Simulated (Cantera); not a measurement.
Input: 1 mol Si3N4, 3.3 mol CO2, 11 mol H2, equilibrated at 1430 Torr.

Cantera equilibrium calculation (NASA polynomials, part measured and part estimated; ideal gas, pure solids and liquids). Candidate condensed phases: C, C6H6, C7H8, C8H18, H2O, Si, SiC, SiO2, Si2N2O, Si3N4; 151 gas species. Mutual solubility and eutectic melting of coexisting phases are not modelled. The tables hold silica as quartz up to 1696 K and as liquid above; real silica turns to tridymite and cristobalite and melts near 1996 K. The numbers say what is thermodynamically allowed, not how fast it happens.

Task: Which condensed phases are stable at each of these points (T (°C)): 1027, 1077, 1127, 1177, 1227, 1277, 1327, 1377, 1427, 1477, 1527, 1577?

Result: 
```tsv
T (°C)	condensed phases	Si condensed (%)
1027	C(graphite) + SiO2(β-quartz)	100.0
1077	C(graphite) + SiO2(β-quartz)	100.0
1127	C(graphite) + SiO2(β-quartz) + Si2N2O(s)	100.0
1177	C(graphite) + SiO2(β-quartz) + Si2N2O(s)	100.0
1227	C(graphite) + SiO2(β-quartz) + Si2N2O(s)	100.0
1277	C(graphite) + SiO2(β-quartz) + Si2N2O(s)	100.0
1327	SiO2(β-quartz) + Si2N2O(s)	100.0
1377	SiO2(β-quartz) + Si2N2O(s)	100.0
1427	SiO2(condensed) + Si2N2O(s)	99.9
1477	SiO2(condensed) + Si2N2O(s)	99.6
1527	SiO2(condensed) + Si2N2O(s)	99.1
1577	SiO2(condensed) + Si2N2O(s)	97.8
```

From 1027 °C to 1077 °C the condensed part is C(graphite) + SiO2(β-quartz). From 1127 °C to 1277 °C the condensed part is C(graphite) + SiO2(β-quartz) + Si2N2O(s). From 1327 °C to 1377 °C the condensed part is SiO2(β-quartz) + Si2N2O(s). From 1427 °C to 1577 °C the condensed part is SiO2(condensed) + Si2N2O(s).
